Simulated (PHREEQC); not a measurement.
**Acid mine or pickling water (model solution)**

Synthetic water in mg/L, 40 °C, pH 3.88, pe 10.6: Na 39; K 2.61; Ca 49.6; Mg 10.8; Cl 62.1; S(6) as SO4 192; O(0) (dissolved oxygen) 0.861; Fe(3) 4.29; Zn 0.0864.

Valence states are taken as typed.

Equilibrium calculation in PHREEQC: ion-association model, phreeqc.dat.

No solid was allowed to form.

Problem. Estimate the ionic strength, specific conductance, charge-balance error.

Solution. ionic strength 0.00814 mol/kgw; specific conductance 872 µS/cm; charge-balance error -3.5 %.

Problem. In which forms is Zn present?

Solution. Zn+2 82 %, ZnSO4 17 % of the Zn.

Examples of supersaturated solids here: Jarosite-K, Hematite (slow to form). Others may be too. Away from 25 °C the constants follow the database's enthalpies or fits; those with neither stay at their 25 °C values.
